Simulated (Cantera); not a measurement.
# SiCl4 + CH4 + H2 (silicon carbide growth)

Feed: 1 mol SiCl4, a varied amount of CH4, 21 mol H2, held at 2073.15 K and 0.100 bar.

Equilibrium computed with Cantera from the NASA thermochemical tables; the gas is ideal and each condensed phase is pure. Candidate condensed phases: C, C6H6, C7H8, C8H18, Si, SiC; 109 gas species. Mutual solubility and eutectic melting of coexisting phases are not modelled. The tables' values for SiCl, SiCl3 are old estimates; treat these amounts as uncertain. Gases not in the tables: Si2H6 and higher silanes. Rates play no part.

```csv
n(CH4) (mol),x H2,x HCl,x SiCl2,x H,n Si(l),n SiC(s),n C(graphite)
0.056,0.850,0.109,0.0306,0.00767,0.177,0.0548,0
0.081,0.850,0.109,0.0305,0.00768,0.153,0.0798,0
0.12,0.851,0.108,0.0304,0.00768,0.115,0.119,0
0.16,0.851,0.108,0.0302,0.00768,0.0764,0.159,0
0.24,0.852,0.108,0.0299,0.00768,0,0.239,0
0.34,0.850,0.114,0.0259,0.00767,0,0.339,0
0.48,0.846,0.124,0.0203,0.00766,0,0.478,0
0.69,0.841,0.138,0.0122,0.00763,0,0.685,0
0.99,0.836,0.150,0.00421,0.00761,0,0.889,0.0486
1.4,0.841,0.145,0.00394,0.00763,0,0.892,0.453
2,0.847,0.139,0.00359,0.00766,0,0.897,1.05
2.9,0.856,0.131,0.00314,0.00770,0,0.903,1.93
```
x: gas mole fraction; n: condensed amount in mol.

From 0.056 mol CH4 to 0.16 mol CH4 the condensed part is Si(l) + SiC(s). From 0.24 mol CH4 to 0.69 mol CH4 the condensed part is SiC(s). From 0.99 mol CH4 to 2.9 mol CH4 the condensed part is C(graphite) + SiC(s). The main Si-bearing gas is SiCl2 throughout. The share of Si in condensed phases is highest at 2.9 mol CH4 (90.3 %) and lowest at 0.056 mol CH4 (23.2 %).
